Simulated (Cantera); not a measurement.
Charge: 1 mol SiHCl₃, 140 mol H₂, equilibrated at 36.8 Torr.

Cantera equilibrium calculation (NASA polynomials, part measured and part estimated; ideal gas, pure solids and liquids). Candidate condensed phases: Si; 19 gas species. The tables' values for SiCl₃ are old estimates; treat these amounts as uncertain. Kinetics and transport are ignored. All values below are at 1400 K.

Base state: H₂ 0.980, HCl 0.0189, SiCl₂ 0.00107, SiCl₃ 2.25e-5, H 2.18e-5 (mole fractions); condensed: Si(s).

### Question
What changes in the equilibrium state with this change: H₂ from 140 to 74 mol?

### Answer
```json
[
 {"species": "H₂", "before": "0.980", "after": "0.964"},
 {"species": "HCl", "before": "0.0189", "after": "0.0325"},
 {"species": "SiCl₂", "before": "0.00107", "after": "0.00323"},
 {"species": "SiCl₄", "before": "2.01e-6", "after": "1.81e-5"},
 {"species": "SiCl₃", "before": "2.25e-5", "after": "0.000117"},
 {"species": "Si(s), mol", "before": "0.842", "after": "0.741"}
]
```
